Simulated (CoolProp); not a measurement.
R114 at 413.03 K and 9.71 MPa is throttled through a valve to 6.34 MPa with no heat exchange. Each further row changes one setting.

The numbers come from the reference Helmholtz-energy equation of state, Platzer 1990 in CoolProp. This equation is an older, rougher fit; its heat capacities, sound speeds and derivatives of the liquid may be far off and weren't checked against measurements.

| case | temperature change (K) | final phase | final density (kg/m³) |
|---|---|---|---|
| as stated | -1.9 | liquid | 1070 |
| outlet pressure 1.9 MPa | -24.8 | two-phase, vapour fraction 0.313 | 380 |
| outlet pressure 8.24 MPa | -0.6 | liquid | 1110 |
